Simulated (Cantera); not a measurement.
Catalytic combustion on Pt

An isothermal plug-flow reactor at 600 K and 1.00 atm (inlet), inlet velocity 0.34 m/s, active area per volume 660 1/m; feed 1.35 % H2, 7.04 % O2, 81.8 % N2, 9.83 % H2O.

Cantera simulation using Deutschmann's 1995 Pt surface mechanism with GRI-Mech 3.0 gas chemistry; the numbers are that mechanism's predictions, not measurements. Catalytic surfaces can have several steady states; this one follows from the mechanism file's or the stated starting coverage. Mass transfer to the wall is taken as infinitely fast.

```tsv
z (m)	x H2	x O2	x H2O	θ free Pt	θ O*	θ OH*
9.9e-05	0.00472	0.0663	0.108	0.117	0.838	0.0449
0.00018	0.00305	0.0655	0.109	0.0763	0.886	0.0375
0.00031	0.00194	0.0650	0.111	0.0489	0.920	0.0307
0.00056	0.00113	0.0646	0.111	0.0288	0.947	0.0240
0.00099	0.000661	0.0644	0.112	0.0169	0.965	0.0185
0.0018	0.000369	0.0643	0.112	0.00949	0.976	0.0140
0.0031	0.000214	0.0642	0.112	0.00563	0.984	0.0108
0.0056	0.000117	0.0642	0.112	0.00326	0.988	0.00826
0.0099	6.22e-5	0.0641	0.112	0.00205	0.991	0.00656
```
x: gas mole fraction; θ: surface coverage.
